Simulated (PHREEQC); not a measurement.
**Acid mine or pickling water: speciation**

Synthetic water in mg/kgw, 45 °C, pH 3.94, pe 8.7: Na 291; K 101; Ca 116; Mg 28.3; Cl 159; S(6) as SO4 938; Ni 2.82; Mn(2) 32.4.

Na is adjusted to close the charge balance.
Valence states are taken as typed.

All values are PHREEQC results (ion-association model, wateq4f.dat), not measurements.

This is a speciation only: nothing precipitates in the calculation.

Q: What ionic strength does the model give?

A: ionic strength 0.0309 mol/kgw.

Q: In which forms is Mn present?

A: Mn+2 65 %, MnSO4 34 %, MnCl+ 0.6 % of the Mn.

At this temperature some constants are extrapolated from 25 °C, and those without enthalpy data are left unchanged.
